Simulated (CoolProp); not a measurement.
Vapour-liquid equilibrium of propane (1) + R236EA (2) at -11.15 °C; x and y are mole fractions of (1).

Values from CoolProp's multi-fluid Helmholtz-energy mixture model, Lemmon 2009 and Rui 2013; pair parameters Bell 2016.

```tsv
x	bubble pressure (MPa)	y at the bubble point	dew pressure at overall composition x (MPa)	liquid density (mol/L)
0.05	0.1133	0.591	0.04973	10.16
0.125	0.1873	0.762	0.05395	10.27
0.2	0.2361	0.818	0.05895	10.37
0.275	0.2659	0.843	0.06495	10.48
0.35	0.2831	0.856	0.07229	10.60
0.425	0.2927	0.864	0.08148	10.72
0.5	0.2982	0.869	0.09331	10.86
0.575	0.3021	0.873	0.1091	11.01
0.65	0.3062	0.878	0.1313	11.18
0.725	0.3111	0.886	0.1644	11.37
0.8	0.3173	0.899	0.2185	11.59
0.875	0.3241	0.922	0.3040	11.84
0.95	0.3301	0.960	0.3290	12.12
```

No azeotrope shows between x = 0.05 and 0.95.

The pair parameters rest on a limited set of measurements; away from them the model extrapolates. With so large a gap from Raoult's law the liquid may split in two, which this calculation doesn't test in full.
